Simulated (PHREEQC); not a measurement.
0.69 g of hydrous ferric oxide (600 m²/g; 0.2 weak and 0.005 strong sites per Fe, Dzombak-Morel constants, diffuse double layer) in 1 kg of water with 0.001 mol/kgw of an inert sodium salt and 0.1 mmol/kgw PbCl2, at 25 °C; the pH is set by adding NaOH or the inert anion's acid. O2 is buffered at 0.21 atm. No CO2 enters from the air. No solid was allowed to form.

The series has 17 steps of pH, from 3 to 11.

The numbers come from PHREEQC with the ion-association model, wateq4f.dat.

Q: Near which pH is half of the Pb sorbed, and on which side is more sorbed?

A: Near pH 5.0, with more sorbed at higher pH.

The oxide is taken as insoluble; below pH 4 it would dissolve.
